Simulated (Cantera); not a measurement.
Thermodynamics of carbothermic reduction, feed Ta2O5 + CH4 + H2

A closed system holds: 1 mol Ta2O5, 3.3 mol CH4, 0.35 mol H2, held at 0.000460 bar.

These are equilibrium values from Cantera (NASA tables, ideal gas, pure condensed phases), not measurements of a reactor. Candidate condensed phases: C, C6H6, C7H8, C8H18, H2O, Ta, TaC, Ta2O5; 113 gas species. Mutual solubility and eutectic melting of coexisting phases are not modelled. TaC: taken at fixed stoichiometry. Condensed phases not in the tables: Ta2C, N, O or C dissolved in the metal. The numbers say what is thermodynamically allowed, not how fast it happens.

```csv
T (°C),x H2,x H,x CO,x TaO2,x TaO,n C(graphite),n TaC(s),n Ta2O5(s),n Ta(s),n Ta2O5(l)
650,0.912,1.09e-8,0.0874,<1e-12,<1e-12,2.37,0.266,0.867,0,0
800,0.747,5.64e-7,0.253,<1e-12,<1e-12,0,0.943,0.528,0,0
950,0.747,1.21e-5,0.253,<1e-12,<1e-12,0,0.943,0.528,0,0
1100,0.746,0.000134,0.253,6.82e-11,1.47e-12,0,0.944,0.528,0,0
1250,0.746,0.000931,0.253,1.93e-8,1.11e-9,0,0.944,0.528,0,0
1400,0.742,0.00458,0.253,1.93e-6,2.49e-7,0,0.944,0.528,0,0
1550,0.664,0.0165,0.319,7.69e-5,1.51e-5,0,0,0.338,1.32,0
1700,0.634,0.0501,0.313,0.00142,0.000272,0,0,0.331,1.32,0
1850,0.559,0.125,0.296,0.0156,0.00310,0,0,0,1.27,0.259
2000,0.415,0.252,0.257,0.0569,0.0172,0,0,0,1.05,0
2150,0.267,0.427,0.228,0.0400,0.0368,0,0,0,0.890,0
```
x: gas mole fraction; n: condensed amount in mol.

At 650 °C the condensed part is C(graphite) + TaC(s) + Ta2O5(s). From 800 °C to 1400 °C the condensed part is TaC(s) + Ta2O5(s). From 1550 °C to 1700 °C the condensed part is Ta(s) + Ta2O5(s). At 1850 °C the condensed part is Ta(s) + Ta2O5(l). From 2000 °C to 2150 °C the condensed part is Ta(s).
